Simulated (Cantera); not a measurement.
Feed: 1 mol Si, 3.3 mol HF, 35 mol N₂, at 7.10 mbar.

These are equilibrium values from Cantera (NASA tables, ideal gas, pure condensed phases), not measurements of a reactor. Candidate condensed phases: Si, Si₃N₄; 37 gas species. N₂ is the only nitrogen source here; it is nearly inert below about 1500 K, so the nitride shown seldom forms there in practice. Kinetics and transport are ignored. All values below are at 973 K.

Base state: N₂ 0.934, H₂ 0.0441, SiF₄ 0.0220, HF 0.000129, SiHF₃ 1.03e-5 (mole fractions); condensed: Si₃N₄(s).

What changes in the equilibrium state with this change: 1.8 mol Cl₂ added?


| species | before | after |
|---|---|---|
| N₂ | 0.934 | 0.895 |
| HCl | 0 | 0.0741 |
| SiF₄ | 0.0220 | 0.0211 |
| H₂ | 0.0441 | 0.00511 |
| SiCl₄ | 0 | 0.00449 |
| SiHF₃ | 1.03e-5 | 1.66e-6 |
| HF | 0.000129 | 8.89e-5 |
| Si₃N₄(s), mol | 0.0587 | 0 |
Further candidate phases: NH₄Cl.
